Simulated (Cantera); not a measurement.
Cantera run:

```python
import numpy as np
import cantera as ct

gas_names = """
    O3
""".split()
cond_names = """
    Ta(cr) Ta(L) Ta2O5(s) Ta2O5(L)
""".split()


# ... load() reads the species with a 1 bar reference pressure and builds the phases ...
species = {s.name: s for s in load("nasa_gas.yaml", gas_names) + load("nasa_condensed.yaml", cond_names)}
# Each term lists the table entries of one substance; the one whose range holds T is used.
reactions = {
    '5 O3(g) + 6 Ta = 3 Ta2O5':
        [(-5, ['O3']), (-6, ['Ta(cr)', 'Ta(L)']), (3, ['Ta2O5(s)', 'Ta2O5(L)'])],
}


def pick(names, T):
    return next(species[n] for n in names if species[n].thermo.min_temp <= T <= species[n].thermo.max_temp)


results = []
for label, terms in reactions.items():
    print(label)
    print("     T/K   dH/kJ  dS/(J/K)   dG/kJ   log10 K")
    for T in [300, 1350, 1400, 1450, 1500, 1550, 1600, 1650, 1700, 1750]:
        used = [(nu, pick(names, T)) for nu, names in terms]
        dH = sum(nu * s.thermo.h(T) for nu, s in used) / 1e6
        dS = sum(nu * s.thermo.s(T) for nu, s in used) / 1e3
        dG = dH - T * dS / 1e3
        logK = -dG * 1e6 / (ct.gas_constant * T * np.log(10))
        results.append((label, T, dH, dS, dG, logK, [s.name for _, s in used]))
        print(f"{T:8g} {dH:8.1f} {dS:8.1f} {dG:8.1f} {logK:8.2f}")
```

It prints:

```
5 O3(g) + 6 Ta = 3 Ta2O5
     T/K   dH/kJ  dS/(J/K)   dG/kJ   log10 K
     300  -6846.9  -1014.0  -6542.7  1139.16
    1350  -6751.0   -887.1  -5553.4   214.87
    1400  -6745.4   -883.1  -5509.1   205.54
    1450  -6739.9   -879.2  -5465.1   196.87
    1500  -6734.5   -875.5  -5421.2   188.78
    1550  -6729.2   -872.1  -5377.5   181.22
    1600  -6724.1   -868.8  -5334.0   174.13
    1650  -6719.1   -865.7  -5290.6   167.48
    1700  -6714.3   -862.9  -5247.4   161.23
    1750  -6709.7   -860.2  -5204.3   155.34
```

Cantera with NASA thermochemical tables; ideal gases at 1 bar, condensed phases pure. Condensed species are held in their standard states even where they would react or evaporate.
